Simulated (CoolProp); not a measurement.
Aqueous methanol as a coolant, at -1 °C, 1 atm.

The numbers come from the Melinder's fits for secondary coolants in CoolProp.

```json
[
 {"mass %": "4.1", "freezing point (°C)": "-2.4", "density (kg/m³)": "992.7", "Prandtl number": "17.3", "cp (kJ/(kg K))": "4.284", "conductivity (W/(m K))": "0.537"},
 {"mass %": "8.5", "freezing point (°C)": "-5.4", "density (kg/m³)": "986.4", "Prandtl number": "20.8", "cp (kJ/(kg K))": "(withheld)", "conductivity (W/(m K))": "0.515"},
 {"mass %": "12.8", "freezing point (°C)": "-8.7", "density (kg/m³)": "981.0", "Prandtl number": "24.3", "cp (kJ/(kg K))": "(withheld)", "conductivity (W/(m K))": "0.495"},
 {"mass %": "17.2", "freezing point (°C)": "-12.5", "density (kg/m³)": "975.9", "Prandtl number": "27.7", "cp (kJ/(kg K))": "4.120", "conductivity (W/(m K))": "0.474"},
 {"mass %": "21.6", "freezing point (°C)": "-16.6", "density (kg/m³)": "(withheld)", "Prandtl number": "(withheld)", "cp (kJ/(kg K))": "4.032", "conductivity (W/(m K))": "0.454"},
 {"mass %": "25.9", "freezing point (°C)": "-21.1", "density (kg/m³)": "965.8", "Prandtl number": "33.3", "cp (kJ/(kg K))": "3.945", "conductivity (W/(m K))": "0.434"},
 {"mass %": "30.3", "freezing point (°C)": "(withheld)", "density (kg/m³)": "(withheld)", "Prandtl number": "35.2", "cp (kJ/(kg K))": "3.857", "conductivity (W/(m K))": "0.415"},
 {"mass %": "34.7", "freezing point (°C)": "-31.5", "density (kg/m³)": "954.2", "Prandtl number": "(withheld)", "cp (kJ/(kg K))": "3.769", "conductivity (W/(m K))": "0.397"},
 {"mass %": "39", "freezing point (°C)": "-37.3", "density (kg/m³)": "947.8", "Prandtl number": "36.9", "cp (kJ/(kg K))": "3.682", "conductivity (W/(m K))": "0.379"},
 {"mass %": "43.4", "freezing point (°C)": "-43.7", "density (kg/m³)": "940.8", "Prandtl number": "(withheld)", "cp (kJ/(kg K))": "3.589", "conductivity (W/(m K))": "0.363"},
 {"mass %": "47.7", "freezing point (°C)": "-50.6", "density (kg/m³)": "933.4", "Prandtl number": "35.7", "cp (kJ/(kg K))": "3.492", "conductivity (W/(m K))": "0.347"}
]
```

**Question.** What belongs in the gaps?

**Answer.** 
- 8.5, cp (kJ/(kg K)): 4.261
- 12.8, cp (kJ/(kg K)): 4.201
- 21.6, density (kg/m³): 970.9
- 21.6, Prandtl number: 30.7
- 30.3, freezing point (°C): -26.0
- 30.3, density (kg/m³): 960.2
- 34.7, Prandtl number: 36.5
- 43.4, Prandtl number: 36.6
